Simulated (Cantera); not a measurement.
# Thermodynamics of silicon epitaxy and polysilicon growth, feed Si₂Cl₆ + H₂ + HCl

Input: 1 mol Si₂Cl₆, 5.8 mol H₂, 0.082 mol HCl.

Equilibrium computed with Cantera from the NASA thermochemical tables; the gas is ideal and each condensed phase is pure. Candidate condensed phases: Si; 19 gas species. The feed counts by its element totals alone. The tables' values for SiCl₃ are old estimates. Rates play no part.

Q: Map the stable condensed phases over T = 650, 700, 750, 800, 850, 900, 950, 1000, 1050, 1100, 1150, 1200 °C and P in Pa = 100, 350, 1300, 4500, 16000, 56000, 200000.

A: 
```
T in °C \ P in Pa
            100    350   1300   4500  16000  56000 200000
   1200       A      A      A      B      B      B      B
   1150       A      A      B      B      B      B      B
   1100       A      A      B      B      B      B      B
   1050       A      B      B      B      B      B      B
   1000       B      B      B      B      B      B      B
    950       B      B      B      B      B      B      B
    900       B      B      B      B      B      B      B
    850       B      B      B      B      B      B      B
    800       B      B      B      B      B      B      B
    750       B      B      B      B      B      B      B
    700       B      B      B      B      B      B      B
    650       B      B      B      B      B      B      B
```
A: gas only; B: Si.
